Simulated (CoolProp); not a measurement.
The numbers come from the reference Helmholtz-energy equation of state, Aleksandrov 2011 in CoolProp. It is a short technical equation, of lower accuracy than the large ones.

Task: Give the vapour pressure (MPa), liquid density (kg/m³), liquid cp (kJ/(kg K)), surface tension (mN/m) of saturated n-undecane at 474.3 K.

Result: 
```csv
T (K),p (MPa),liquid density (kg/m³),liquid cp (kJ/(kg K)),surface tension (mN/m)
474.3,0.115,594,2.91,9.28
```

Surface tension comes from a separate correlation (Mulero 2014).
